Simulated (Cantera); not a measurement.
Input: 1 mol Si, 0.42 mol O2, 110 mol N2, 0.0011 mol HCl, at 36.0 Pa.

Method: chemical equilibrium by Gibbs-energy minimisation in Cantera with the NASA 1993 tables (ideal gas, pure condensed phases). Candidate condensed phases: H2O, NH4Cl, Si, SiO2, Si2N2O, Si3N4; 47 gas species. The numbers say what is thermodynamically allowed, not how fast it happens.

### Question
Which condensed phases are stable at each of these points (T (K)): 1625, 1675, 1725, 1775, 1825, 1875, 1925, 1975, 2025, 2075, 2125?

### Answer
| T (K) | condensed phases | Si condensed (%) |
|---|---|---|
| 1625 | Si(s) | 10.6 |
| 1675 | Si(s) | 1.7 |
| 1725 | gas only | 0.0 |
| 1775 | gas only | 0.0 |
| 1825 | gas only | 0.0 |
| 1875 | gas only | 0.0 |
| 1925 | gas only | 0.0 |
| 1975 | gas only | 0.0 |
| 2025 | gas only | 0.0 |
| 2075 | gas only | 0.0 |
| 2125 | gas only | 0.0 |

From 1625 K to 1675 K the condensed part is Si(s). From 1725 K to 2125 K nothing is condensed.
